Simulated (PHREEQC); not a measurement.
Reverse-osmosis permeate: an equilibrium model

A made-up water analysis in mmol/kgw, 20 °C, pH 5.98, pe 11.7:

```
constituent           mmol/kgw
--------------------  --------
Na                      0.0592
K                        0.079
Ca                       0.283
Mg                      0.0173
Cl                         0.2
S(6)                     0.177
Alkalinity (meq/kgw)     0.185
Cd                      0.0229
Cu(2)                  0.00104
F                     0.000128
Zn                       0.001
Li                     0.00287
B                      0.00544
```

Valence states are taken as typed.

The numbers come from PHREEQC with the ion-association model, wateq4f.dat.

Each row changes one thing in this solution. This is a speciation only: nothing precipitates in the calculation.

```json
[
 {"case": "as made", "CO2 (mol/kgw)": "0.000449", "HCO3- (mol/kgw)": "0.000185", "SO4-2 (mol/kgw)": "0.000169", "Cd+2 (mol/kgw)": "2.17e-5", "CaSO4 (mol/kgw)": "6.52e-6", "Zn+2 (mol/kgw)": "9.52e-7", "SI of Otavite (CdCO3)": "-0.78", "SI of Tenorite (CuO)": "-1.97"},
 {"case": "Alkalinity from 0.185 to 0.37 mmol/kgw", "CO2 (mol/kgw)": "0.000895", "HCO3- (mol/kgw)": "0.000369", "SO4-2 (mol/kgw)": "0.000169", "Cd+2 (mol/kgw)": "2.16e-5", "CaSO4 (mol/kgw)": "6.44e-6", "Zn+2 (mol/kgw)": "9.34e-7", "SI of Otavite (CdCO3)": "-0.48", "SI of Tenorite (CuO)": "-2.01"},
 {"case": "Ca from 0.283 to 0.141 mmol/kgw", "CO2 (mol/kgw)": "0.000452", "HCO3- (mol/kgw)": "0.000186", "SO4-2 (mol/kgw)": "0.000172", "Cd+2 (mol/kgw)": "2.16e-5", "CaSO4 (mol/kgw)": "3.42e-6", "Zn+2 (mol/kgw)": "9.50e-7", "SI of Otavite (CdCO3)": "-0.77", "SI of Tenorite (CuO)": "-1.96"},
 {"case": "all concentrations times 3 at the same typed pH", "CO2 (mol/kgw)": "0.00130", "HCO3- (mol/kgw)": "0.000550", "SO4-2 (mol/kgw)": "0.000478", "Cd+2 (mol/kgw)": "6.04e-5", "CaSO4 (mol/kgw)": "4.39e-5", "Zn+2 (mol/kgw)": "2.67e-6", "SI of Otavite (CdCO3)": "+0.09", "SI of Tenorite (CuO)": "-1.61"},
 {"case": "pH from 5.98 to 6.28 at the same alkalinity", "CO2 (mol/kgw)": "0.000224", "HCO3- (mol/kgw)": "0.000185", "SO4-2 (mol/kgw)": "0.000169", "Cd+2 (mol/kgw)": "2.17e-5", "CaSO4 (mol/kgw)": "6.52e-6", "Zn+2 (mol/kgw)": "9.51e-7", "SI of Otavite (CdCO3)": "-0.48", "SI of Tenorite (CuO)": "-1.40"}
]
```

Complexes and solids missing from the database can't appear. Some of these states are supersaturated (in Otavite, for instance). Real BF4- forms and hydrolyses slowly; the run takes it at equilibrium.
